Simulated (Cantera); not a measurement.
An isothermal, constant-pressure homogeneous reactor starts with NH3 : H2 : N2 = 1 : 12 : 0.043 (molar parts), at 1825 K and 100000 Pa.

Cantera simulation using the gas-phase N/H chemistry of the illustrative SiF4/NH3 mechanism in the Surface Chemkin manual (1991); the numbers are that mechanism's predictions, not measurements. Walls and surfaces, which speed up NH3 decomposition in real reactors, are not modelled.

x: mole fraction; the columns are a selection and need not sum to one.

```csv
t (s),x NH3,x H2,x N2H2,x NH2,x N2,x NH
0.000200,0.0767,0.920,3.78e-10,(withheld),0.00330,1.37e-8
0.000843,0.0766,0.920,8.30e-9,(withheld),0.00330,2.19e-7
0.00356,0.0764,0.920,5.52e-8,6.93e-5,0.00337,1.05e-6
0.0150,0.0753,0.920,5.76e-8,7.03e-5,0.00389,1.10e-6
0.0632,0.0709,0.923,5.24e-8,6.69e-5,0.00594,1.06e-6
0.267,0.0560,0.931,3.61e-8,(withheld),0.0128,9.10e-7
1.12,0.0270,0.946,1.07e-8,(withheld),0.0262,5.40e-7
4.74,0.00700,0.957,9.02e-10,(withheld),0.0354,1.69e-7
20.0,0.00156,0.960,4.69e-11,(withheld),0.0379,3.92e-8
```

Fill in the missing entries.


- 0.000200, x NH2: 7.91e-6
- 0.000843, x NH2: 3.16e-5
- 0.267, x NH2: 5.52e-5
- 1.12, x NH2: 2.95e-5
- 4.74, x NH2: 8.38e-6
- 20.0, x NH2: 1.90e-6
